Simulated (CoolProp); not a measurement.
Values from CoolProp's reference Helmholtz-energy equation of state, Thol 2016.

Task: For hexamethyldisiloxane (MM), give the phase and the Z, cp (kJ/(kg K)), isothermal compressibility (1/MPa), expansivity (1/kK) at 55.75 °C and 0.101 MPa; 152.15 °C and 0.101 MPa.

Result: 
- 55.75 °C and 0.101 MPa: liquid; Z 0.00825, cp 1.98, isothermal compressibility 0.00285, expansivity 1.52
- 152.15 °C and 0.101 MPa: gas; Z 0.961, cp 1.85, isothermal compressibility 10.3, expansivity 2.70
